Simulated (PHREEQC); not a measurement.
A solution holds 0.022 mol/kgw NaOH and 0.00016 mol/kgw CO2, at 25 °C. Closed to the air; pH follows from the charge balance.

All values are PHREEQC results (Pitzer model, pitzer.dat), not measurements.

| Item | Value |
|---|---|
| pH | 12.27 |
| ionic strength | 0.0222 mol/kgw |
| specific conductance | 4900 µS/cm |
| osmotic coefficient | 0.956 |
| total alkalinity | 22.0 meq/kg |

```
species  molality  activity   log γ
-------  --------  --------  ------
Na+        0.0220    0.0191  -0.062
OH-        0.0217    0.0187  -0.063
CO3-2    0.000159   8.66e-5  -0.264
HCO3-     1.06e-6   1.02e-6  -0.017
```

Precipitation was switched off in this run.
